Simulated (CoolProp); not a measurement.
Aqueous potassium acetate as a coolant, 9 % by mass, freezing at -4.0 °C, 1 atm.

Model: Melinder's fits for secondary coolants, in CoolProp.

```json
[
 {"T (°C)": "1.2", "Prandtl number": "15.1", "cp (kJ/(kg K))": "3.839", "density (kg/m³)": "1050", "conductivity (W/(m K))": "0.539"},
 {"T (°C)": "6.2", "Prandtl number": "12.7", "cp (kJ/(kg K))": "3.842", "density (kg/m³)": "1049", "conductivity (W/(m K))": "0.547"},
 {"T (°C)": "11.1", "Prandtl number": "10.9", "cp (kJ/(kg K))": "3.845", "density (kg/m³)": "1048", "conductivity (W/(m K))": "0.554"},
 {"T (°C)": "16", "Prandtl number": "9.43", "cp (kJ/(kg K))": "3.849", "density (kg/m³)": "1047", "conductivity (W/(m K))": "0.562"},
 {"T (°C)": "21", "Prandtl number": "8.24", "cp (kJ/(kg K))": "3.854", "density (kg/m³)": "1046", "conductivity (W/(m K))": "0.570"},
 {"T (°C)": "25.9", "Prandtl number": "7.28", "cp (kJ/(kg K))": "3.858", "density (kg/m³)": "1044", "conductivity (W/(m K))": "0.577"},
 {"T (°C)": "30.8", "Prandtl number": "6.49", "cp (kJ/(kg K))": "3.862", "density (kg/m³)": "1043", "conductivity (W/(m K))": "0.584"}
]
```
